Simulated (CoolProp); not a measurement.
Saturation properties of carbon monoxide.

Model: reference Helmholtz-energy equation of state, Lemmon 2006, in CoolProp. It is a short technical equation, of lower accuracy than the large ones.

```json
[
 {"T (K)": "79.8", "p (bar)": "0.8176", "liquid density (kg/m³)": "801.2", "vapour density (kg/m³)": "3.578", "enthalpy of vaporisation (kJ/kg)": "217.2", "surface tension (mN/m)": "9.91"},
 {"T (K)": "82.2", "p (bar)": "1.080", "liquid density (kg/m³)": "790.8", "vapour density (kg/m³)": "4.624", "enthalpy of vaporisation (kJ/kg)": "213.9", "surface tension (mN/m)": "9.40"},
 {"T (K)": "84.7", "p (bar)": "1.416", "liquid density (kg/m³)": "779.7", "vapour density (kg/m³)": "5.944", "enthalpy of vaporisation (kJ/kg)": "210.3", "surface tension (mN/m)": "8.87"},
 {"T (K)": "87.1", "p (bar)": "1.808", "liquid density (kg/m³)": "768.8", "vapour density (kg/m³)": "7.459", "enthalpy of vaporisation (kJ/kg)": "206.8", "surface tension (mN/m)": "8.36"},
 {"T (K)": "89.5", "p (bar)": "2.277", "liquid density (kg/m³)": "757.7", "vapour density (kg/m³)": "9.249", "enthalpy of vaporisation (kJ/kg)": "203.0", "surface tension (mN/m)": "7.86"},
 {"T (K)": "92", "p (bar)": "2.856", "liquid density (kg/m³)": "745.8", "vapour density (kg/m³)": "11.44", "enthalpy of vaporisation (kJ/kg)": "198.9", "surface tension (mN/m)": "7.34"},
 {"T (K)": "94.4", "p (bar)": "3.507", "liquid density (kg/m³)": "734.1", "vapour density (kg/m³)": "13.90", "enthalpy of vaporisation (kJ/kg)": "194.8", "surface tension (mN/m)": "6.85"},
 {"T (K)": "96.8", "p (bar)": "4.262", "liquid density (kg/m³)": "722.1", "vapour density (kg/m³)": "16.74", "enthalpy of vaporisation (kJ/kg)": "190.4", "surface tension (mN/m)": "6.36"},
 {"T (K)": "99.2", "p (bar)": "5.128", "liquid density (kg/m³)": "709.6", "vapour density (kg/m³)": "20.01", "enthalpy of vaporisation (kJ/kg)": "185.8", "surface tension (mN/m)": "5.88"},
 {"T (K)": "101.7", "p (bar)": "6.160", "liquid density (kg/m³)": "696.2", "vapour density (kg/m³)": "23.93", "enthalpy of vaporisation (kJ/kg)": "180.7", "surface tension (mN/m)": "5.38"},
 {"T (K)": "104.1", "p (bar)": "7.284", "liquid density (kg/m³)": "682.9", "vapour density (kg/m³)": "28.26", "enthalpy of vaporisation (kJ/kg)": "175.5", "surface tension (mN/m)": "4.91"},
 {"T (K)": "106.5", "p (bar)": "8.549", "liquid density (kg/m³)": "668.9", "vapour density (kg/m³)": "33.21", "enthalpy of vaporisation (kJ/kg)": "169.9", "surface tension (mN/m)": "4.44"}
]
```

It boils at 81.6 K under 1 atm.

Surface tension comes from a separate correlation (Mulero 2012).
